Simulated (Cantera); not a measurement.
Charge: 1 mol B, 2.4 mol O₂, 0.28 mol NH₃, held at 2023 K and 0.0900 Torr.

Cantera equilibrium calculation (NASA polynomials, part measured and part estimated; ideal gas, pure solids and liquids). Candidate condensed phases: B, BN, B₂O₃, B₃O₃H₃, H₂O; 39 gas species. Equilibrium is a limit: real reactors are often held back by kinetics, nucleation or transport.

Base state: O₂ 0.494, HBO₂ 0.175, BO₂ 0.0775, B₂O₃ 0.0609, H₂O 0.0541, O 0.0511, N₂ 0.0511, OH 0.0199 (mole fractions); condensed: gas only.

What changes in the equilibrium state with this change: temperature from 2023 K to 775 K?


| species | before | after |
|---|---|---|
| O₂ | 0.494 | 0.720 |
| H₂O | 0.0541 | 0.210 |
| N₂ | 0.0511 | 0.0700 |
| HBO₂ | 0.175 | 2.30e-6 |
| BO₂ | 0.0775 | <1e-9 |
| B₂O₃ | 0.0609 | <1e-9 |
| O | 0.0511 | <1e-9 |
| OH | 0.0199 | 7.48e-9 |
| (HBO₂)₃ | <1e-9 | 0.000117 |
| H | 0.00851 | <1e-9 |
| H₂ | 0.00241 | <1e-9 |
| BO | 0.00234 | <1e-9 |
| HBO | 4.67e-5 | <1e-9 |
| NO | 0.00318 | 7.10e-7 |
| B₂O₃(l), mol | 0 | 0.500 |

What changes in the equilibrium state with this change: 0.76 mol Cl₂ added?


```
species   before     after
-------  -------  --------
O₂         0.494     0.329
Cl             0     0.297
HBO₂       0.175    0.0841
HCl            0    0.0692
H₂O       0.0541    0.0165
OH        0.0199   0.00994
N₂        0.0511    0.0328
B₂O₃      0.0609    0.0463
BO₂       0.0775    0.0611
O         0.0511    0.0417
BOCl           0   0.00195
ClO            0   2.77e-5
Cl₂            0   1.63e-5
H₂       0.00241  0.000901
HBO      4.67e-5   2.76e-5
```
The tables' values for BOCl are old estimates; treat these amounts as uncertain. Further candidate phases: NH₄Cl.
